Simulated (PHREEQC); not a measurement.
0.016 g of hydrous ferric oxide (600 m²/g; 0.2 weak and 0.005 strong sites per Fe, Dzombak-Morel constants, diffuse double layer) in 1 kg of water with 0.05 mol/kgw of an inert sodium salt, at 25 °C; the pH is set by adding NaOH or the inert anion's acid. Oxygen alone is held at its pressure in air (log pO2 = -0.68). CO2 from the air is kept out. Nothing may precipitate in this run.

All values are PHREEQC results (ion-association model, wateq4f.dat), not measurements.

### Question
Predict surface charge σ (C/m²) at pH = 3, 3.5, 5, 7, 7.5.

### Answer
| pH | surface charge σ (C/m²) |
|---|---|
| 3 | 0.357 |
| 3.5 | 0.335 |
| 5 | 0.181 |
| 7 | 0.034 |
| 7.5 | 0.017 |

Complexes and solids missing from the database can't appear. The oxide is taken as insoluble; below pH 4 it would dissolve.
